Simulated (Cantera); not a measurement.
An adiabatic, constant-volume homogeneous reactor starts with CO : H2 : CH4 : O2 : N2 = 1 : 0.69 : 0.48 : 1.8 : 6.79 (molar parts), equivalence ratio 1.0, at 1350 K and 2700 Torr.

Cantera simulation using GRI-Mech 3.0 (53 species, 325 reactions); the numbers are that mechanism's predictions, not measurements.

Predict: time of steepest temperature rise; temperature at 0.300 s; equilibrium temperature; x(CO) at 0.300 s; x(H2) at 0.300 s; x(NO) at 0.300 s; x(O) at 0.300 s.


```
Item                                                                Result
---------------------------------  ---------------------------------------
time of steepest temperature rise                                  57.2 µs
temperature at 0.300 s                                              2980 K
equilibrium temperature                                             2980 K
x(CO) at 0.300 s                     0.0602 (gas-phase equilibrium 0.0602)
x(H2) at 0.300 s                     0.0132 (gas-phase equilibrium 0.0132)
x(NO) at 0.300 s                     0.0139 (gas-phase equilibrium 0.0139)
x(O) at 0.300 s                    0.00578 (gas-phase equilibrium 0.00578)
```
